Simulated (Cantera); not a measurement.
Charge: 1 mol n-butane, 0.52 mol H2, 2.5 mol N2, equilibrated at 90.0 Torr.

Method: chemical equilibrium by Gibbs-energy minimisation in Cantera with the NASA 1993 tables (ideal gas, pure condensed phases). Candidate condensed phases: C, C6H6, C7H8, C8H18; 92 gas species. Rates play no part.

x: gas mole fraction; n: condensed amount in mol.

```csv
T (°C),x H2,x N2,x H,x HCN,x C2H2 (acetylene),n C(graphite)
675,0.676,0.315,1.24e-9,9.93e-7,1.75e-10,3.93
875,0.686,0.312,?,?,?,3.99
1075,0.688,0.312,5.54e-6,0.000148,8.27e-7,4.00
1275,0.688,0.311,7.37e-5,0.000679,1.08e-5,3.99
1475,0.687,0.311,0.000547,0.00218,7.75e-5,3.98
1675,0.683,0.308,0.00270,0.00548,0.000368,3.95
1875,0.672,0.304,?,?,?,3.88
2075,0.649,0.296,0.0287,0.0207,0.00355,3.76
2275,0.603,0.282,0.0693,0.0329,0.00796,3.56
2475,0.526,0.262,0.142,0.0462,0.0147,3.26
```

Problem. What belongs in the gaps?

Solution. 
- 875, x H: 1.71e-7
- 875, x HCN: 1.89e-5
- 875, x C2H2 (acetylene): 2.55e-8
- 1875, x H: 0.00987
- 1875, x HCN: 0.0115
- 1875, x C2H2 (acetylene): 0.00129
